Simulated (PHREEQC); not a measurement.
Dissolve 0.0095 mol/kgw CsOH and 0.00015 mol/kgw H4SiO4 at 5 °C. Closed to the air; pH follows from the charge balance.

Equilibrium calculation in PHREEQC: ion-association model, wateq4f.dat.

No solid was allowed to form.

### Question
Order these Si species by the share of Si that they hold, largest first: H2SiO4-2, H4SiO4, H3SiO4-.

### Answer
H3SiO4- (91 %), H2SiO4-2 (8.6 %), H4SiO4 (0.27 %)

The pH is 12.66 and the ionic strength 0.00951 mol/kgw. Constants without temperature data keep their 25 °C values here.
